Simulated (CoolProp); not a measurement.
A single-stage vapour-compression cycle with propane: evaporating at 200.15 K (dew point), condensing at 259.15 K (bubble point), superheat 5 K, subcooling 8 K, compressor efficiency 0.85, no pressure losses. Each further row changes one setting.

Model: reference Helmholtz-energy equation of state, Lemmon 2009, in CoolProp.

```tsv
case	cooling COP	pressure ratio	discharge temperature (K)	refrigerating effect (kJ/kg)	volumetric capacity (kJ/m³)
as stated	2.41	14.8	307.1	349	186
evaporating temperature 205.15 K	2.76	11.0	301.4	355	249
condensing temperature 254.15 K	2.69	12.4	300.1	360	192
subcooling 13 K	2.49	14.8	307.1	360	192
superheat 15 K	2.39	14.8	318.2	362	183
compressor efficiency 0.75	2.13	14.8	317.9	349	186
```
